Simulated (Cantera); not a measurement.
Mixture: 7.51 % CH4, 13.7 % O2, 78.8 % N2, at 19.0 bar, adiabatic and at constant pressure. Ignition delay is the time to a rise of 400 K.

Cantera simulation using GRI-Mech 3.0 (53 species, 325 reactions); the numbers are that mechanism's predictions, not measurements. The pressure lies above the range GRI-Mech 3.0 was tuned for (to about 10 atm).

### Question
Predict: delay at 1150 K; delay at 1250 K; delay at 1350 K; delay at 1450 K; delay at 1550 K; apparent activation energy between 1500 and 1600 K.

### Answer
| Item | Result |
|---|---|
| delay at 1150 K | 6.46 ms |
| delay at 1250 K | 1.99 ms |
| delay at 1350 K | 0.695 ms |
| delay at 1450 K | 0.263 ms |
| delay at 1550 K | 0.106 ms |
| apparent activation energy between 1500 and 1600 K | 180 kJ/mol |
